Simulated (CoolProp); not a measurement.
Saturation properties of methane (Tc = 190.6 K, pc = 4.599 MPa, ω = 0.011).

Model: reference Helmholtz-energy equation of state, Setzmann 1991, in CoolProp.

```
T (K)  p (MPa)  liquid cp (kJ/(kg K))  surface tension (mN/m)  liquid viscosity (µPa s)
-----  -------  ---------------------  ----------------------  ------------------------
121.2   0.2082                  3.561                    11.1                      95.8
125.4   0.2758                  3.604                    10.3                      88.4
129.6        …                  3.653                    9.48                         …
133.8   0.4584                  3.710                    8.70                      75.9
138     0.5773                  3.777                    7.92                      70.5
142.2        …                  3.856                    7.16                      65.6
146.4   0.8803                  3.951                    6.42                      61.0
150.6    1.068                      …                    5.68                      56.8
154.7    1.279                  4.203                    4.98                         …
158.9    1.523                      …                    4.28                      49.1
163.1    1.799                  4.612                    3.59                      45.4
167.3    2.109                  4.923                    2.93                      41.8
171.5    2.457                  5.365                    2.29                      38.3
175.7    2.844                  6.049                    1.69                      34.8
179.9    3.274                  7.252                    1.11                      31.2
```

**Question.** Some entries are withheld; supply them.

**Answer.** 
- 129.6, p (MPa): 0.3586
- 129.6, liquid viscosity (µPa s): 81.8
- 142.2, p (MPa): 0.7172
- 150.6, liquid cp (kJ/(kg K)): 4.065
- 154.7, liquid viscosity (µPa s): 52.9
- 158.9, liquid cp (kJ/(kg K)): 4.381

It boils at 111.7 K under 1 atm.

Viscosity comes from a separate model (Quiñones-Cisneros 2006). Surface tension comes from a separate correlation (Mulero 2012).
